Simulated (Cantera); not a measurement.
# Adiabatic ignition

An adiabatic, constant-volume homogeneous reactor starts with CO : H2 : O2 : N2 : H2O = 1 : 0.84 : 0.383 : 1.44 : 0.15 (molar parts), equivalence ratio 2.4, at 1600 K and 760 Torr.

Model: GRI-Mech 3.0 (53 species, 325 reactions), integrated in Cantera.

```csv
t (s),T (K),P (bar),x CO,x H2,x O2,x N2O,x H,x NO2,x H2O
7.00e-6,1601,1.01,0.262,0.220,0.100,8.00e-11,0.000468,<1e-12,0.0398
2.18e-5,2104,1.30,0.205,0.0805,0.0101,2.45e-8,0.0923,6.39e-10,0.130
6.79e-5,2674,1.59,0.218,0.0859,0.00482,5.74e-8,0.0431,8.48e-9,0.159
0.000211,2899,1.70,0.222,0.0864,0.00249,1.32e-7,0.0267,6.77e-8,0.173
0.000658,2898,1.70,0.222,0.0871,0.00232,1.48e-7,0.0260,1.90e-7,0.173
0.00205,2895,1.70,0.222,0.0874,0.00224,1.63e-7,0.0258,2.59e-7,0.173
0.00638,2895,1.70,0.222,0.0875,0.00224,1.64e-7,0.0258,2.61e-7,0.173
0.0199,2895,1.70,0.222,0.0875,0.00224,1.64e-7,0.0258,2.61e-7,0.173
0.0619,2895,1.70,0.222,0.0875,0.00224,1.64e-7,0.0258,2.61e-7,0.173
0.193,2895,1.70,0.222,0.0875,0.00224,1.64e-7,0.0258,2.61e-7,0.173
0.600,2895,1.70,0.222,0.0875,0.00224,1.64e-7,0.0258,2.61e-7,0.173
```
x: mole fraction; the columns are a selection and need not sum to one.

```
Property                                                            Result
---------------------------------  ---------------------------------------
time of steepest temperature rise                                  13.3 µs
temperature at 0.600 s                                              2895 K
equilibrium temperature                                             2895 K
x(CO) at 0.600 s                       0.222 (gas-phase equilibrium 0.222)
x(H2) at 0.600 s                     0.0875 (gas-phase equilibrium 0.0875)
x(O2) at 0.600 s                   0.00224 (gas-phase equilibrium 0.00224)
```
